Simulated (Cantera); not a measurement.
# Fe(CO)₅ + O₂ + H₂ (iron carbonyl, mercury and lead vapours)

Feed: 1 mol Fe(CO)₅, 0.36 mol O₂, 0.31 mol H₂, equilibrated at 902 °C and 1.70 bar.

These are equilibrium values from Cantera (NASA tables, ideal gas, pure condensed phases), not measurements of a reactor. Candidate condensed phases: C, C₆H₆, C₇H₈, C₈H₁₈, Fe, Fe(CO)₅, FeO, Fe(OH)₂, Fe(OH)₃, Fe₂O₃, Fe₃O₄, H₂O; 114 gas species. Equilibrium is a limit: real reactors are often held back by kinetics, nucleation or transport.

| Property | Value |
|---|---|
| x(CO) | 0.816 |
| x(CO₂) | 0.126 |
| x(H₂) | 0.0487 |
| x(H₂O) | 0.00963 |
| x(CH₄) | 1.88e-5 |
| n(Fe(α)) | 1.00 mol |
| gas amount | 5.310 mol |
| log10 activity of C(graphite) (absent) | -0.61 |
| log10 activity of Fe(OH)₂(s) (absent) | -7.09 |
| log10 activity of Fe(OH)₃(s) (absent) | -13.14 |
